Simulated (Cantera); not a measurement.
Charge: 1 mol trisilylamine, 0.26 mol NH₃, held at 1098.15 K and 0.000490 bar.

Cantera equilibrium calculation (NASA polynomials, part measured and part estimated; ideal gas, pure solids and liquids). Candidate condensed phases: Si, Si₃N₄; 18 gas species. The feed counts by its element totals alone. Mutual solubility and eutectic melting of coexisting phases are not modelled. Kinetics and transport are ignored.

Base state: H₂ 1.000 (mole fractions); condensed: Si(s) + Si₃N₄(s).

Question: What changes in the equilibrium state with this change: NH₃ from 0.26 to 34 mol?

Answer: 
```csv
species,before,after
H₂,1.000,0.782
N₂,1.83e-6,0.218
"Si(s), mol",2.06,0
"Si₃N₄(s), mol",0.315,1.00
```

Question: What changes in the equilibrium state with this change: NH₃ from 0.26 to 6 mol?

Answer: 
| species | before | after |
|---|---|---|
| H₂ | 1.000 | 0.900 |
| N₂ | 1.83e-6 | 0.1000 |
| Si(s), mol | 2.06 | 0 |
| Si₃N₄(s), mol | 0.315 | 1.00 |
